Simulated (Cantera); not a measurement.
Input (Python, Cantera):

```python
import numpy as np
import cantera as ct

gas = ct.Solution("gri30.yaml")
gas.TPX = 1773, 13332, {'CH4': 1, 'N2': 96}
inlet = ct.Reservoir(gas, clone=True)

reactor = ct.IdealGasConstPressureReactor(gas, energy="off", clone=False)
exhaust = ct.Reservoir(gas, clone=True)
tau = [0.96, 0.36, 0.14, 0.051, 0.019, 0.0071, 0.0027, 0.001][0]
for a, b in ((inlet, reactor), (reactor, exhaust)):
    ct.MassFlowController(a, b, mdot=lambda t: reactor.mass / tau)
net = ct.ReactorNet([reactor])
show = ['CH4', 'C2H4', 'CH3', 'CH2', 'HCN', 'H']

rows = []
print(f"{'tau/s':>10s}{'T/K':>9s}" + "".join(f"{s:>11s}" for s in show))
for tau in [0.96, 0.36, 0.14, 0.051, 0.019, 0.0071, 0.0027, 0.001]:
    net.initial_time = 0.0
    net.advance(30 * tau)
    before = gas.X
    net.advance(40 * tau)
    drift = np.max(np.abs(gas.X - before) / (gas.X + 1e-9))
    rows.append([gas.T, *gas[show].X, drift])
    print(f"{tau:10.3e}{gas.T:9.1f}" + "".join(f"{x:11.3e}" for x in gas[show].X))
```

Result:

```
     tau/s      T/K        CH4       C2H4        CH3        CH2        HCN          H
 9.600e-01   1773.0  8.040e-04  9.146e-06  7.456e-05  3.497e-07  7.427e-05  6.626e-05
 3.600e-01   1773.0  1.443e-03  2.483e-05  1.199e-04  4.831e-07  3.258e-05  5.627e-05
 1.400e-01   1773.0  2.482e-03  6.283e-05  1.835e-04  6.220e-07  1.338e-05  4.543e-05
 5.100e-02   1773.0  4.195e-03  1.519e-04  2.715e-04  7.450e-07  4.366e-06  3.274e-05
 1.900e-02   1773.0  6.436e-03  2.755e-04  3.522e-04  7.559e-07  1.035e-06  1.955e-05
 7.100e-03   1773.0  8.760e-03  2.396e-04  3.436e-04  5.220e-07  1.092e-07  7.610e-06
 2.700e-03   1773.0  9.969e-03  4.832e-05  1.953e-04  1.750e-07  4.160e-09  1.996e-06
 1.000e-03   1773.0  1.022e-02  3.436e-06  7.745e-05  3.558e-08  2.002e-10  9.148e-07
```

Detailed kinetics in Cantera: GRI-Mech 3.0 (53 species, 325 reactions). GRI-Mech 3.0 stops at C3 and has no aromatics, soot or wall deposition, so with more carbon than oxygen in the feed, carbon stays in small species such as C2H2 where larger ones or solid carbon would form.
